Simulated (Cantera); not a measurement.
What does this Cantera script print?

```python
import numpy as np
import cantera as ct

gas_names = """
    N2O NO2
""".split()
cond_names = """
    Cu2O(s) Cu2O(L) Cu(cr) Cu(L)
""".split()


# ... load() reads the species with a 1 bar reference pressure and builds the phases ...
species = {s.name: s for s in load("nasa_gas.yaml", gas_names) + load("nasa_condensed.yaml", cond_names)}
# Each term lists the table entries of one substance; the one whose range holds T is used.
reactions = {
    '3 Cu2O + N2O(g) = 6 Cu + 2 NO2(g)':
        [(-3, ['Cu2O(s)', 'Cu2O(L)']), (-1, ['N2O']), (6, ['Cu(cr)', 'Cu(L)']), (2, ['NO2'])],
}


def pick(names, T):
    return next(species[n] for n in names if species[n].thermo.min_temp <= T <= species[n].thermo.max_temp)


results = []
for label, terms in reactions.items():
    print(label)
    print("     T/K   dH/kJ  dS/(J/K)   dG/kJ   log10 K")
    for T in [300, 2500, 2550, 2600, 2650, 2700, 2750, 2800]:
        used = [(nu, pick(names, T)) for nu, names in terms]
        dH = sum(nu * s.thermo.h(T) for nu, s in used) / 1e6
        dS = sum(nu * s.thermo.s(T) for nu, s in used) / 1e3
        dG = dH - T * dS / 1e3
        logK = -dG * 1e6 / (ct.gas_constant * T * np.log(10))
        results.append((label, T, dH, dS, dG, logK, [s.name for _, s in used]))
        print(f"{T:8g} {dH:8.1f} {dS:8.1f} {dG:8.1f} {logK:8.2f}")
```

Result:

```
3 Cu2O + N2O(g) = 6 Cu + 2 NO2(g)
     T/K   dH/kJ  dS/(J/K)   dG/kJ   log10 K
     300    498.9    182.1    444.3   -77.36
    2500    311.7     59.1    163.9    -3.42
    2550    309.4     58.2    161.0    -3.30
    2600    307.2     57.3    158.1    -3.18
    2650    304.9     56.5    155.2    -3.06
    2700    302.6     55.6    152.4    -2.95
    2750    300.4     54.8    149.7    -2.84
    2800    298.1     54.0    146.9    -2.74
```

Source: NASA polynomial tables (part measured, part estimated), evaluated in Cantera. Condensed species are held in their standard states even where they would react or evaporate.
